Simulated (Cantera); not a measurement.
Charge: 1 mol SiC, 1.5 mol O₂, 380 mol N₂, at 1 atm.

These are equilibrium values from Cantera (NASA tables, ideal gas, pure condensed phases), not measurements of a reactor. Candidate condensed phases: C, Si, SiC, SiO₂, Si₂N₂O, Si₃N₄; 34 gas species. N₂ is the only nitrogen source here; it is nearly inert below about 1500 K, so the nitride shown seldom forms there in practice. Mutual solubility and eutectic melting of coexisting phases are not modelled. The tables hold silica as quartz up to 1696 K and as liquid above; real silica turns to tridymite and cristobalite and melts near 1996 K. Rates play no part.

x: gas mole fraction; n: condensed amount in mol.

```csv
T (K),x N₂,x CO,x SiO,x CO₂,x NO,n SiO₂(β-quartz),n Si₂N₂O(s),n SiO₂(condensed)
1323,0.997,0.00262,9.92e-9,7.12e-7,<1e-12,1.000,8.92e-5,0
1373,0.997,0.00262,5.26e-8,7.33e-7,<1e-12,1.000,8.64e-5,0
1423,0.997,0.00262,2.48e-7,7.53e-7,<1e-12,1.000,6.42e-5,0
1473,0.997,0.00262,9.00e-7,9.00e-7,…,1.000,0,0
1523,0.997,0.00262,1.78e-6,1.78e-6,…,0.999,0,0
1573,0.997,0.00262,3.38e-6,3.38e-6,…,0.999,0,0
1623,0.997,0.00262,6.16e-6,6.16e-6,…,0.998,0,0
1673,0.997,0.00261,1.08e-5,1.08e-5,…,0.996,0,0
1723,0.997,0.00261,1.83e-5,1.83e-5,…,0,0,0.993
```

Fill in the missing entries.


- 1473, x NO: 2.90e-12
- 1523, x NO: 1.56e-11
- 1573, x NO: 7.52e-11
- 1623, x NO: 3.29e-10
- 1673, x NO: 1.32e-9
- 1723, x NO: 4.83e-9
